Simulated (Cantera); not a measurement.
A perfectly stirred reactor is fed with H2 : O2 : N2 = 0.36 : 1 : 1.8 (molar parts), at 0.523 atm; it is held at 1300 K, and followed from long to short residence time.

Model: the H2/O2 subset of GRI-Mech 3.0, which has no nitrogen chemistry, integrated in Cantera. The temperature is held fixed by assumption; the heat of reaction is taken as removed at once.

x: mole fraction; the columns are a selection and need not sum to one.

```tsv
τ (s)	x H2	x O2	x H2O2	x HO2	x H2O	x OH
0.77	5.61e-5	0.275	2.48e-7	?	0.121	0.000225
0.30	0.000104	0.275	3.79e-7	?	0.121	0.000307
0.11	0.000200	0.275	5.81e-7	?	0.120	0.000428
0.044	0.000360	0.275	8.42e-7	?	0.120	0.000582
0.017	0.000655	0.275	1.21e-6	?	0.120	0.000804
0.0065	0.00118	0.275	1.71e-6	?	0.119	0.00112
0.0025	0.00208	0.274	2.34e-6	?	0.117	0.00159
0.00097	0.00360	0.274	3.10e-6	?	0.115	0.00225
0.00038	0.00612	0.273	3.95e-6	?	0.111	0.00318
0.00014	0.0107	0.273	4.84e-6	?	0.103	0.00451
```

Fill in the missing entries.


- 0.77, x HO2: 2.59e-6
- 0.30, x HO2: 4.57e-6
- 0.11, x HO2: 8.12e-6
- 0.044, x HO2: 1.32e-5
- 0.017, x HO2: 2.08e-5
- 0.0065, x HO2: 3.10e-5
- 0.0025, x HO2: 4.30e-5
- 0.00097, x HO2: 5.54e-5
- 0.00038, x HO2: 6.66e-5
- 0.00014, x HO2: 7.49e-5
